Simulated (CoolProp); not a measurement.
The fluid at 485.01 K and 0.25 MPa expands adiabatically to 0.0183 MPa with isentropic efficiency 0.7. The same conditions are run with several fluids, on thermodynamics alone (safety and materials aside).

Values from CoolProp's reference Helmholtz-energy equation of state of each fluid (R404A: Lemmon 2003; isobutane: Bücker 2006; ethylbenzene: Zhou 2012; methanol: de Reuck 1993; R407C: Lemmon 2003). Blends and air are pseudo-pure fits.

Problem. Rank R404A, isobutane, ethylbenzene, methanol, R407C by work (kJ/kg), highest first.

Solution. methanol (188), isobutane (117), R407C (75.8), R404A (68.2), ethylbenzene (64.0)

| fluid | final temperature (K) | final density (kg/m³) |
|---|---|---|
| R404A | 422.7 | 0.509 |
| isobutane | 435.2 | 0.294 |
| ethylbenzene | 446.1 | 0.527 |
| methanol | 370.2 | 0.191 |
| R407C | 412.1 | 0.461 |
